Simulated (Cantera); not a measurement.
Equilibrium for halide evaporation, hydrolysis and transport: KCl + O₂ + H₂

Feed: 1 mol KCl, 2.2 mol O₂, 130 mol H₂, at 0.00190 bar.

Cantera equilibrium calculation (NASA polynomials, part measured and part estimated; ideal gas, pure solids and liquids). Candidate condensed phases: H₂O, K, KCl, KOH, KO₂, K₂O, K₂O₂; 22 gas species. Rates play no part.

From 1298 K to 1623 K nothing is condensed. The main K-bearing gas is KCl throughout.

```tsv
T (K)	x H₂	x H₂O	x KCl	x HCl	x K	x H	x KOH	x OH
1298	0.958	0.0336	0.00735	0.000281	0.000276	2.41e-5	5.07e-6	1.09e-8
1323	0.958	0.0336	0.00729	0.000337	0.000331	3.56e-5	5.36e-6	1.80e-8
1348	0.958	0.0336	0.00723	0.000400	0.000394	5.20e-5	5.66e-6	2.93e-8
1373	0.958	0.0336	0.00716	0.000472	0.000466	7.48e-5	5.96e-6	4.68e-8
1398	0.958	0.0336	0.00708	0.000553	0.000546	0.000106	6.26e-6	7.34e-8
1423	0.958	0.0336	0.00699	0.000643	0.000637	0.000149	6.56e-6	1.13e-7
1448	0.958	0.0336	0.00689	0.000744	0.000737	0.000207	6.85e-6	1.73e-7
1473	0.958	0.0336	0.00677	0.000855	0.000848	0.000284	7.14e-6	2.59e-7
1498	0.957	0.0336	0.00665	0.000977	0.000970	0.000386	7.43e-6	3.83e-7
1523	0.957	0.0336	0.00652	0.00111	0.00110	0.000519	7.70e-6	5.60e-7
1548	0.957	0.0335	0.00637	0.00126	0.00125	0.000691	7.97e-6	8.09e-7
1573	0.957	0.0335	0.00621	0.00141	0.00140	0.000912	8.23e-6	1.15e-6
1598	0.956	0.0335	0.00604	0.00158	0.00157	0.00119	8.47e-6	1.63e-6
1623	0.956	0.0335	0.00586	0.00175	0.00175	0.00155	8.70e-6	2.28e-6
```
x: gas mole fraction; nothing condenses.
